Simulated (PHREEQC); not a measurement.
PHREEQC input (ion-association model, phreeqc.dat):

```
SOLUTION_SPECIES
  CO3-2 + 10 H+ + 8 e- = CH4 + 3 H2O  # shut off: no methane
    -log_k -100
    -delta_h 0
    -analytic -100
  SO4-2 + 9 H+ + 8 e- = HS- + 4 H2O  # shut off: sulfate is not reduced
    -log_k -100
    -delta_h 0
    -analytic -100
SOLUTION 1
  temp 25
  units mol/kgw
  pH 7 charge
  S(6) 0.064
  Na 0.128
END
SELECTED_OUTPUT 1
  -reset false
  -pH true
  -pe true
  -ionic_strength true
  -water true
  -totals C Na S C(-4) C(4) S(-2) S(6) Hdg
  -molalities H+ Na+ CO3-2 SO4-2 OH- HCO3- CO2 (CO2)2 HSO4- S-2
    HS- H2S NaOH NaCO3- NaHCO3 NaSO4-
USER_PUNCH 1
  -headings p_CO2(g) phi_CO2(g) p_Hdg(g) phi_Hdg(g) p_H2O(g) phi_H2O(g) density
  10 PUNCH PR_P("CO2(g)"), PR_PHI("CO2(g)"), PR_P("Hdg(g)"), PR_PHI("Hdg(g)"), PR_P("H2O(g)"), PR_PHI("H2O(g)"), RHO
PRINT
  -reset false
USE solution 1
REACTION_TEMPERATURE 1
  10
GAS_PHASE 1
  -fixed_pressure
  -pressure 10
  -temperature 10
  -volume 20
  CO2(g) 7.9
  Hdg(g) 2.1
  H2O(g) 0
END
# ... the last block is repeated for the other 8 points of T (°C)
```

Selected output (columns that matter, 9 of 9 rows; T (°C) added in front):

```
T (°C)	pH	mu	C	Na	S	Hdg	m_H+	p_CO2(g)	phi_CO2(g)	p_Hdg(g)	phi_Hdg(g)	p_H2O(g)	phi_H2O(g)	density
10	3.5953	0.17346	0.37708	0.12803	0.064014	0.0018885	0.00031472	7.7993	0.93851	2.1871	1.0311	0.0136	0.90111	1.0123
20	3.6446	0.17261	0.27734	0.12805	0.064026	0.0017263	0.00028169	7.8121	0.94449	2.1623	1.0284	0.025537	0.90933	1.0094
30	3.7025	0.17187	0.21311	0.12809	0.064044	0.0016171	0.00024729	7.8106	0.9498	2.1436	1.0261	0.045807	0.91661	1.006
40	3.768	0.17122	0.16991	0.12815	0.064073	0.0015448	0.00021334	7.7943	0.95453	2.1268	1.024	0.078858	0.92301	1.002
50	3.8407	0.1707	0.13973	0.12824	0.064118	0.0014994	0.00018115	7.7603	0.95874	2.1089	1.0221	0.1308	0.92859	0.99745
60	3.9198	0.17031	0.11789	0.12837	0.064184	0.0014736	0.00015158	7.7031	0.96251	2.0871	1.0206	0.20977	0.9334	0.99234
70	4.005	0.17008	0.10155	0.12856	0.064281	0.0014618	0.00012512	7.6152	0.96589	2.0586	1.0193	0.32625	0.93744	0.98672
80	4.096	0.17003	0.088898	0.12884	0.06442	0.0014589	0.00010194	7.4865	0.96894	2.0202	1.0182	0.49339	0.94075	0.98061
90	4.1926	0.1702	0.078729	0.12924	0.064618	0.00146	8.2031e-05	7.3046	0.97173	1.9682	1.0174	0.72727	0.94334	0.97404
```

Constants without temperature data keep their 25 °C values here.
